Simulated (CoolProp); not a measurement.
The fluid at 425.54 K and 0.34 MPa expands adiabatically to 0.0326 MPa with isentropic efficiency 1. The same conditions are run with several fluids, on thermodynamics alone (safety and materials aside).

Model: reference Helmholtz-energy equation of state of each fluid (R11: Jacobsen 1992; nitrogen: Span 2000; propane: Lemmon 2009; CH2F2 (R32): Tillner-Roth 1997; R407C: Lemmon 2003), in CoolProp. Blends and air are pseudo-pure fits.

```tsv
fluid	work (kJ/kg)	final temperature (K)	final density (kg/m³)
R11	52.9	337.4	1.61
nitrogen	216	217.9	0.504
propane	168	341.7	0.508
CH2F2 (R32)	130	280.2	0.732
R407C	85.0	334.2	1.01
```
